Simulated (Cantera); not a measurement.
Feed: 1 mol Si, 1.5 mol Cl2, 1.2 mol H2, held at 75.0 Torr.

These are equilibrium values from Cantera (NASA tables, ideal gas, pure condensed phases), not measurements of a reactor. Candidate condensed phases: Si; 19 gas species. Kinetics and transport are ignored.

Over these rows the condensed part is Si(s). Partial pressures as log10 of bar:

| T (K) | 1000/T (1/K) | log p SiCl2 | log p H2 | log p SiCl4 | log p SiHCl3 |
|---|---|---|---|---|---|
| 700 | 1.4286 | -7.40 | -1.23 | -1.47 | -2.15 |
| 750 | 1.3333 | -6.61 | -1.23 | -1.47 | -2.16 |
| 800 | 1.2500 | -5.91 | -1.23 | -1.47 | -2.17 |
| 850 | 1.1765 | -5.30 | -1.23 | -1.47 | -2.18 |
| 900 | 1.1111 | ? | -1.23 | -1.47 | -2.19 |
| 950 | 1.0526 | -4.28 | -1.23 | -1.47 | -2.20 |

Q: Fit log p(SiCl2) = a + b·(1000/T) to the five rows, give the apparent enthalpy, and predict the row at 900 K.

A: Means: 1000/T = 1.2482, log p = -5.900. Sxy = -0.690931, Sxx = 0.0831897, so b = -8.31 and a = -5.900 − (-8.31)×1.2482 = 4.47.
Apparent enthalpy: −19.145 × (-8.31) = 159 kJ/mol. With the condensed phases at unit activity, 1/2 Si(s) + 1/2 SiCl4(g) = SiCl2(g) links this pressure to the main gases: over the six rows their terms move log p by +0.00 in all, so the slope is close to that reaction's ΔH°. The five rows lie within 0.01 of the line.
Prediction at 900 K: 4.47 + (-8.31)×1.1111 = -4.76. The computed value is -4.76, 0.00 from the line.
